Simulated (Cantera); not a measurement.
A Cantera script and its output.

```python
import numpy as np
import cantera as ct

gas = ct.Solution("gri30.yaml", transport_model="mixture-averaged")
show = ['N2', 'C2H2', 'CH4']

rows = []
print(f"{'T/K':>7s}{'rho':>11s}{'cp':>10s}{'mu':>11s}{'lambda':>11s}{'Pr':>7s}" + "".join(f"{'D_' + s:>11s}" for s in show))
for T in [400, 600, 800, 1000, 1200, 1400, 1600, 1800]:
    gas.TPX = T, 1333, {'CO2': 0.96, 'NO': 0.71}
    Pr = gas.cp_mass * gas.viscosity / gas.thermal_conductivity
    D = [gas.mix_diff_coeffs_mole[gas.species_index(s)] for s in show]
    rows.append([gas.density, gas.cp_mass, gas.viscosity, gas.thermal_conductivity, Pr, *D])
    print(f"{T:7g}{gas.density:11.4e}{gas.cp_mass:10.1f}{gas.viscosity:11.4e}"
          f"{gas.thermal_conductivity:11.4e}{Pr:7.3f}" + "".join(f"{d:11.4e}" for d in D))
print("SI units: kg/m3, J/kg/K, Pa s, W/m/K, m2/s")
```

It prints:

```
    T/K        rho        cp         mu     lambda     Pr       D_N2     D_C2H2      D_CH4
    400 1.5253e-02     958.3 2.0981e-05 2.8132e-02  0.715 2.2274e-03 1.7871e-03 2.4425e-03
    600 1.0169e-02    1064.3 2.8934e-05 4.2718e-02  0.721 4.5109e-03 3.7061e-03 4.9983e-03
    800 7.6265e-03    1143.0 3.5749e-05 5.6347e-02  0.725 7.3644e-03 6.1230e-03 8.2015e-03
   1000 6.1012e-03    1200.3 4.1832e-05 6.8961e-02  0.728 1.0727e-02 8.9795e-03 1.1980e-02
   1200 5.0843e-03    1239.1 4.7398e-05 8.0680e-02  0.728 1.4559e-02 1.2237e-02 1.6287e-02
   1400 4.3580e-03    1269.0 5.2579e-05 9.1636e-02  0.728 1.8830e-02 1.5869e-02 2.1088e-02
   1600 3.8132e-03    1291.7 5.7459e-05 1.0194e-01  0.728 2.3517e-02 1.9853e-02 2.6355e-02
   1800 3.3896e-03    1308.9 6.2098e-05 1.1169e-01  0.728 2.8602e-02 2.4175e-02 3.2068e-02
SI units: kg/m3, J/kg/K, Pa s, W/m/K, m2/s
```

Cantera simulation using GRI-Mech 3.0 (53 species, 325 reactions); the numbers are that mechanism's predictions, not measurements. The composition is frozen, though it would react at the higher temperatures.
